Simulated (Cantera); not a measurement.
What does this Cantera script print?

```python
import numpy as np
import cantera as ct

gas = ct.Solution("gri30.yaml")
gas.TPX = 1798, 19000, {'CH4': 9, 'N2': 47}
reactor = ct.IdealGasConstPressureReactor(gas, energy="off", clone=False)
net = ct.ReactorNet([reactor])
net.rtol, net.atol = 1e-08, 1e-18
show = ['CH4', 'C2H2', 'H2', 'C2H', 'C2H4']
times = np.geomspace(2e-05, 9, 14)

steps = ct.SolutionArray(gas, extra=["t"])
rows = []
print(f"{'t/s':>10s}{'T/K':>9s}{'P/Pa':>11s}" + "".join(f"{s:>11s}" for s in show))
for t in times:
    while net.time < t:
        t_next = net.step()
        steps.append(gas.state, t=t_next)
    rows.append([np.interp(t, steps.t, y) for y in (steps.T, steps.P, *steps(*show).X.T)])
    print(f"{t:10.3e}{rows[-1][0]:9.1f}{rows[-1][1]:11.4g}" + "".join(f"{x:11.3e}" for x in rows[-1][2:]))
rate = np.gradient(steps.T, steps.t)
print("integrator steps:", len(steps.t))
if steps.T.max() > steps.T[0] + 200:
    print(f"time of steepest temperature rise: {steps.t[rate.argmax()]:.4e} s")
gas.TPX = 1798, 19000, {'CH4': 9, 'N2': 47}
gas.equilibrate("TP")
print(f"equilibrium (TP): T = {gas.T:.1f} K  " + "  ".join(f"{s} {gas[s].X[0]:.3e}" for s in show))
```

Output:

```
       t/s      T/K       P/Pa        CH4       C2H2         H2        C2H       C2H4
 2.000e-05   1798.0    1.9e+04  1.606e-01  1.924e-11  3.021e-05  2.748e-17  1.608e-08
 5.444e-05   1798.0    1.9e+04  1.605e-01  1.508e-09  8.520e-05  6.195e-15  4.216e-07
 1.482e-04   1798.0    1.9e+04  1.602e-01  9.919e-08  2.504e-04  1.144e-12  9.242e-06
 4.033e-04   1798.0    1.9e+04  1.590e-01  6.332e-06  1.003e-03  1.606e-10  1.781e-04
 1.098e-03   1798.0    1.9e+04  1.509e-01  4.087e-04  7.880e-03  8.868e-09  2.554e-03
 2.988e-03   1798.0    1.9e+04  1.101e-01  1.239e-02  5.567e-02  1.823e-07  8.374e-03
 8.132e-03   1798.0    1.9e+04  6.019e-02  4.065e-02  1.267e-01  4.898e-07  1.970e-03
 2.213e-02   1798.0    1.9e+04  2.617e-02  5.723e-02  1.727e-01  7.252e-07  3.703e-04
 6.025e-02   1798.0    1.9e+04  9.058e-03  6.508e-02  1.954e-01  9.152e-07  9.856e-05
 1.640e-01   1798.0    1.9e+04  2.897e-03  6.786e-02  2.036e-01  1.022e-06  6.638e-05
 4.463e-01   1798.0    1.9e+04  9.838e-04  6.871e-02  2.061e-01  1.059e-06  6.388e-05
 1.215e+00   1798.0    1.9e+04  4.061e-04  6.897e-02  2.069e-01  1.069e-06  6.389e-05
 3.307e+00   1798.0    1.9e+04  2.801e-04  6.902e-02  2.070e-01  1.070e-06  6.394e-05
 9.000e+00   1798.0    1.9e+04  2.741e-04  6.902e-02  2.070e-01  1.070e-06  6.394e-05
integrator steps: 1477
equilibrium (TP): T = 1798.0 K  CH4 1.732e-04  C2H2 2.724e-02  H2 2.072e-01  C2H 4.222e-07  C2H4 2.525e-05
```

Detailed kinetics in Cantera: GRI-Mech 3.0 (53 species, 325 reactions). GRI-Mech 3.0 stops at C3 and has no aromatics, soot or wall deposition, so with more carbon than oxygen in the feed, carbon stays in small species such as C2H2 where larger ones or solid carbon would form.
